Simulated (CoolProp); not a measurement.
The numbers come from the reference Helmholtz-energy equation of state, Leachman 2009 in CoolProp.

Give the vapour pressure (MPa), vapour density (kg/m³), liquid cp (kJ/(kg K)) of saturated normal hydrogen at -245.35 °C.


| T (°C) | p (MPa) | vapour density (kg/m³) | liquid cp (kJ/(kg K)) |
|---|---|---|---|
| -245.35 | 0.553 | 6.78 | 17.5 |
